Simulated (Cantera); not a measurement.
Input: 1 mol SiCl4, 1.4 mol CH4, 14 mol H2, 0.12 mol HCl, at 1925 K and 0.100 bar.

Method: chemical equilibrium by Gibbs-energy minimisation in Cantera with the NASA 1993 tables (ideal gas, pure condensed phases). Candidate condensed phases: C, C6H6, C7H8, C8H18, Si, SiC; 109 gas species. The tables' values for SiCl3, SiCl are old estimates; treat these amounts as uncertain. The numbers say what is thermodynamically allowed, not how fast it happens.

Base state: H2 0.786, HCl 0.205, SiCl2 0.00576, H 0.00268, Cl 0.000526, C2H2 (acetylene) 0.000360, SiCl3 0.000127, CH4 3.22e-5 (mole fractions); condensed: C(graphite) + SiC(s).

### Question
What changes in the equilibrium state with this change: pressure from 0.100 bar to 19.0 mbar?

### Answer
```
species             before    after
----------------  --------  -------
H2                   0.786    0.782
HCl                  0.205    0.204
H                  0.00268  0.00613
SiCl2              0.00576  0.00574
CH4                3.22e-5  6.08e-6
Si                 7.15e-6  3.76e-5
SiCl3             0.000127  5.52e-5
SiCl               2.26e-5  5.18e-5
Cl                0.000526  0.00120
C(graphite), mol     0.498    0.498
SiC(s), mol          0.888    0.888
```
